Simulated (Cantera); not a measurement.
Charge: 1 mol SiH2Cl2, 0.24 mol NH3, 4.6 mol N2, equilibrated at 4.20 mbar.

Equilibrium computed with Cantera from the NASA thermochemical tables; the gas is ideal and each condensed phase is pure. Candidate condensed phases: NH4Cl, Si, Si3N4; 28 gas species. The tables' values for SiCl, SiCl3, SiN are old estimates; treat these amounts as uncertain. Kinetics and transport are ignored.

### Question
At 1850 K, list the 4 most abundant gas species with their mole fractions, and the condensed phases.

### Answer
N2 0.664, H2 0.153, SiCl2 0.102, HCl 0.0735. Condensed: Si(l).
